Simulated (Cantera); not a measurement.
Equilibrium for boron, boron nitride and boron oxide: B2O3 + H2 + NH3

A closed system holds: 1 mol B2O3, 5.9 mol H2, 9.8 mol NH3, at 750 Torr.

Method: chemical equilibrium by Gibbs-energy minimisation in Cantera with the NASA 1993 tables (ideal gas, pure condensed phases). Candidate condensed phases: B, BN, B2O3, B3O3H3, H2O; 39 gas species. Mutual solubility and eutectic melting of coexisting phases are not modelled. Gases not in the tables: H3BO3. The numbers say what is thermodynamically allowed, not how fast it happens.

| T (K) | x H2 | x N2 | x H2O | x HBO2 | x HBO | n BN(s) | n B2O3(l) |
|---|---|---|---|---|---|---|---|
| 798 | 0.804 | 0.191 | 0.00468 | 8.36e-9 | <1e-12 | 0.0802 | 0.959 |
| 873 | 0.804 | 0.191 | 0.00466 | 8.31e-8 | 9.22e-12 | 0.0794 | 0.960 |
| 948 | 0.804 | 0.191 | 0.00457 | 5.60e-7 | 2.29e-10 | 0.0778 | 0.961 |
| 1023 | 0.804 | 0.191 | 0.00445 | 2.80e-6 | 3.51e-9 | 0.0758 | 0.962 |
| 1098 | 0.805 | 0.191 | 0.00432 | 1.11e-5 | 3.67e-8 | 0.0736 | 0.963 |
| 1173 | 0.805 | 0.191 | 0.00418 | 3.63e-5 | 2.82e-7 | 0.0714 | 0.964 |
| 1248 | 0.805 | 0.191 | 0.00404 | 0.000102 | 1.68e-6 | 0.0695 | 0.964 |
| 1323 | 0.805 | 0.191 | 0.00391 | 0.000252 | 8.15e-6 | 0.0684 | 0.962 |
| 1398 | 0.805 | 0.191 | 0.00377 | 0.000562 | 3.32e-5 | 0.0686 | 0.958 |
| 1473 | 0.804 | 0.191 | 0.00365 | 0.00115 | 0.000116 | 0.0707 | 0.948 |
| 1548 | 0.803 | 0.191 | 0.00353 | 0.00217 | 0.000360 | 0.0753 | 0.929 |
| 1623 | 0.801 | 0.190 | 0.00341 | 0.00385 | 0.00100 | 0.0820 | 0.891 |
x: gas mole fraction; n: condensed amount in mol.

From 798 K to 1623 K the condensed part is BN(s) + B2O3(l).
